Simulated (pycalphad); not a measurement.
Computed with pycalphad from the COST 507 light-alloy database (1999), at 1 atm. These are 1990s assessments: newer ones move some temperatures and phases. The system is extrapolated from its subsystems; higher-order compounds may be missing.

Task: How does the equilibrium phase assembly of Al-0.25Sn-0.24Si (at.%) change on cooling from 1577 °C to 257 °C?

Result: 
| T (°C) | phases above | phases below |
|---|---|---|
| 657.3 | liquid | fcc + liquid |
| 395.7 | fcc + liquid | diamond (Si) + fcc + liquid |
Changes were sought between steps of 40 K, so a narrower field can be missed.
